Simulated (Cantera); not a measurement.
**Equilibrium for carbon deposition, reforming and gasification: C₃H₆ + CO₂ + N₂**

Input: 1 mol C₃H₆, a varied amount of CO₂, 0.17 mol N₂, at 277 °C and 42.0 mbar.

These are equilibrium values from Cantera (NASA tables, ideal gas, pure condensed phases), not measurements of a reactor. Candidate condensed phases: C, C₆H₆, C₇H₈, C₈H₁₈, H₂O; 136 gas species. Kinetics and transport are ignored.

From 0.14 mol CO₂ to 1.8 mol CO₂ the condensed part is C(graphite). The main C-bearing gas is CH₄ at 0.14 mol CO₂ and CO₂ at 1.8 mol CO₂.

```json
[
 {"n(CO₂) (mol)": "0.14", "log p CH₄": "-1.60", "log p H₂O": "-2.25", "log p CO₂": "-3.88", "log p H₂": "-2.11", "log p N₂": "-2.45", "log p CO": "-5.51", "log p NH₃": "-5.37", "n C(graphite)": "1.95"},
 {"n(CO₂) (mol)": "0.28", "log p CH₄": "-1.68", "log p H₂O": "-2.00", "log p CO₂": "-3.30", "log p H₂": "-2.15", "log p N₂": "-2.47", "log p CO": "-5.22", "log p NH₃": "-5.44", "n C(graphite)": "2.19"},
 {"n(CO₂) (mol)": "0.43", "log p CH₄": "-1.75", "log p H₂O": "-1.86", "log p CO₂": "-2.96", "log p H₂": "-2.19", "log p N₂": "-2.50", "log p CO": "-5.05", "log p NH₃": "-5.51", "n C(graphite)": "2.42"},
 {"n(CO₂) (mol)": "0.58", "log p CH₄": "-1.83", "log p H₂O": "-1.79", "log p CO₂": "-2.73", "log p H₂": "-2.23", "log p N₂": "-2.53", "log p CO": "-4.93", "log p NH₃": "-5.58", "n C(graphite)": "2.61"},
 {"n(CO₂) (mol)": "0.73", "log p CH₄": "-1.90", "log p H₂O": "-1.74", "log p CO₂": "-2.56", "log p H₂": "-2.26", "log p N₂": "-2.56", "log p CO": "-4.85", "log p NH₃": "-5.65", "n C(graphite)": "2.79"},
 {"n(CO₂) (mol)": "0.87", "log p CH₄": "-1.96", "log p H₂O": "-1.71", "log p CO₂": "-2.44", "log p H₂": "-2.29", "log p N₂": "-2.58", "log p CO": "-4.78", "log p NH₃": "-5.71", "n C(graphite)": "2.93"},
 {"n(CO₂) (mol)": "1", "log p CH₄": "-2.02", "log p H₂O": "-1.69", "log p CO₂": "-2.34", "log p H₂": "-2.32", "log p N₂": "-2.60", "log p CO": "-4.74", "log p NH₃": "-5.76", "n C(graphite)": "3.05"},
 {"n(CO₂) (mol)": "1.2", "log p CH₄": "-2.10", "log p H₂O": "-1.67", "log p CO₂": "-2.23", "log p H₂": "-2.36", "log p N₂": "-2.63", "log p CO": "-4.68", "log p NH₃": "-5.83", "n C(graphite)": "3.20"},
 {"n(CO₂) (mol)": "1.3", "log p CH₄": "-2.14", "log p H₂O": "-1.67", "log p CO₂": "-2.18", "log p H₂": "-2.38", "log p N₂": "-2.64", "log p CO": "-4.66", "log p NH₃": "-5.87", "n C(graphite)": "3.26"},
 {"n(CO₂) (mol)": "1.5", "log p CH₄": "-2.21", "log p H₂O": "-1.66", "log p CO₂": "-2.10", "log p H₂": "-2.42", "log p N₂": "-2.67", "log p CO": "-4.61", "log p NH₃": "-5.94", "n C(graphite)": "3.38"},
 {"n(CO₂) (mol)": "1.6", "log p CH₄": "-2.25", "log p H₂O": "-1.66", "log p CO₂": "-2.06", "log p H₂": "-2.44", "log p N₂": "-2.68", "log p CO": "-4.60", "log p NH₃": "-5.97", "n C(graphite)": "3.43"},
 {"n(CO₂) (mol)": "1.8", "log p CH₄": "-2.31", "log p H₂O": "-1.66", "log p CO₂": "-2.00", "log p H₂": "-2.47", "log p N₂": "-2.70", "log p CO": "-4.57", "log p NH₃": "-6.03", "n C(graphite)": "3.52"}
]
```
log p: log10 of the partial pressure in bar; n: condensed amount in mol.
